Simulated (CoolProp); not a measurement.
Computed with CoolProp (reference Helmholtz-energy equation of state, Lemmon 2003). It is a pseudo-pure fit of the blend.

Question: For R410A, give the phase and the cp (kJ/(kg K)) at 253 K and 1.01 bar; 267.6 K and 1.01 bar; 311.2 K and 1.01 bar.

Answer: 
- 253 K and 1.01 bar: gas; cp 0.779
- 267.6 K and 1.01 bar: gas; cp 0.789
- 311.2 K and 1.01 bar: gas; cp 0.840
